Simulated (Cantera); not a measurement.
Feed: 1 mol SiH₂Cl₂, 0.57 mol NH₃, 0.63 mol H₂, held at 875 K and 0.940 bar.

Equilibrium computed with Cantera from the NASA thermochemical tables; the gas is ideal and each condensed phase is pure. Candidate condensed phases: NH₄Cl, Si, Si₃N₄; 28 gas species. The tables' values for SiCl₃ are old estimates; treat these amounts as uncertain. Kinetics and transport are ignored.

Base state: H₂ 0.810, SiCl₄ 0.121, SiHCl₃ 0.0623, HCl 0.00344, SiH₂Cl₂ 0.00294, SiCl₃ 0.000197, SiH₃Cl 3.33e-5, SiCl₂ 1.86e-5 (mole fractions); condensed: Si(s) + Si₃N₄(s).

Problem. What changes in the equilibrium state with this change: pressure from 0.940 bar to 48.0 Pa?

Solution. 
```json
[
 {"species": "H₂", "before": "0.810", "after": "0.811"},
 {"species": "SiCl₄", "before": "0.121", "after": "0.151"},
 {"species": "HCl", "before": "0.00344", "after": "0.0242"},
 {"species": "SiHCl₃", "before": "0.0623", "after": "0.0111"},
 {"species": "SiH₃Cl", "before": "3.33e-5", "after": "1.20e-7"},
 {"species": "SiCl₂", "before": "1.86e-5", "after": "0.000920"},
 {"species": "SiH₂Cl₂", "before": "0.00294", "after": "7.42e-5"},
 {"species": "Si(s), mol", "before": "0.0247", "after": "0.0797"},
 {"species": "Si₃N₄(s), mol", "before": "0.142", "after": "0.142"}
]
```

Problem. What changes in the equilibrium state with this change: SiH₂Cl₂ replaced by SiF₄?

Solution. 
```json
[
 {"species": "H₂", "before": "0.810", "after": "0.536"},
 {"species": "SiF₄", "before": "0", "after": "0.361"},
 {"species": "N₂", "before": "<1e-9", "after": "0.103"},
 {"species": "SiCl₄", "before": "0.121", "after": "0"},
 {"species": "SiHCl₃", "before": "0.0623", "after": "0"},
 {"species": "HCl", "before": "0.00344", "after": "0"},
 {"species": "SiH₂Cl₂", "before": "0.00294", "after": "0"},
 {"species": "Si(s), mol", "before": "0.0247", "after": "0"},
 {"species": "Si₃N₄(s), mol", "before": "0.142", "after": "0"}
]
```

Problem. What changes in the equilibrium state with this change: temperature from 875 K to 1223 K?

Solution. 
| species | before | after |
|---|---|---|
| H₂ | 0.810 | 0.775 |
| SiCl₄ | 0.121 | 0.104 |
| HCl | 0.00344 | 0.0509 |
| SiCl₃ | 0.000197 | 0.0103 |
| SiHCl₃ | 0.0623 | 0.0488 |
| SiCl₂ | 1.86e-5 | 0.00813 |
| SiH₃Cl | 3.33e-5 | 5.28e-5 |
| Si(s), mol | 0.0247 | 0.0494 |
| Si₃N₄(s), mol | 0.142 | 0.142 |
Mutual solubility and eutectic melting of coexisting phases are not modelled.
